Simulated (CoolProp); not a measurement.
Vapour-liquid equilibrium of R143a (1) + fluoroethane (R161) (2) at 0.426 bar; x and y are mole fractions of (1).

Model: multi-fluid Helmholtz-energy mixture model, Lemmon and Jacobsen 2000 and Wu 2012; pair parameters Bell 2016, in CoolProp.

Q: Give the bubble temperature and the first vapour's composition at x = 0.2, 0.425, 0.95. Is there an azeotrope?

A: x = 0.2: 215.8 K, y = 0.300; x = 0.425: 213.5 K, y = 0.550; x = 0.95: 209.5 K, y = 0.967. No azeotrope shows between x = 0.05 and 0.95.

Pair parameters are fitted to limited data, so mixtures are less certain than the pure fluids.
